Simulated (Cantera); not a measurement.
Predominance diagram of Ca at 750 K against the partial pressures of O₂ and H₂O (log10, bar). Source: NASA polynomial tables (part measured, part estimated), evaluated in Cantera. Candidates: Ca(s), CaO(s), Ca(OH)₂(s). Only these pure phases compete in this equilibrium. 

Task: Which phase is stable at these pairs, and which metal-bearing vapour leads over it? (-44.9, -32); (-27.8, -22.1); (-34.2, -32); (-10.7, -28.7); (0, -8.9); (-10.7, -25.4); (-23.5, -22.1)

Result: 
```json
[
 {"log p(O₂)": "-44.9", "log p(H₂O)": "-32", "phase": "CaO(s)", "chief vapour": "Ca", "log p (bar)": "-22.9"},
 {"log p(O₂)": "-27.8", "log p(H₂O)": "-22.1", "phase": "CaO(s)", "chief vapour": "Ca", "log p (bar)": "-31.4"},
 {"log p(O₂)": "-34.2", "log p(H₂O)": "-32", "phase": "CaO(s)", "chief vapour": "Ca", "log p (bar)": "-28.2"},
 {"log p(O₂)": "-10.7", "log p(H₂O)": "-28.7", "phase": "CaO(s)", "chief vapour": "CaO", "log p (bar)": "-38.0"},
 {"log p(O₂)": "0", "log p(H₂O)": "-8.9", "phase": "CaO(s)", "chief vapour": "Ca(OH)₂", "log p (bar)": "-24.4"},
 {"log p(O₂)": "-10.7", "log p(H₂O)": "-25.4", "phase": "CaO(s)", "chief vapour": "CaO", "log p (bar)": "-38.0"},
 {"log p(O₂)": "-23.5", "log p(H₂O)": "-22.1", "phase": "CaO(s)", "chief vapour": "Ca", "log p (bar)": "-33.6"}
]
```
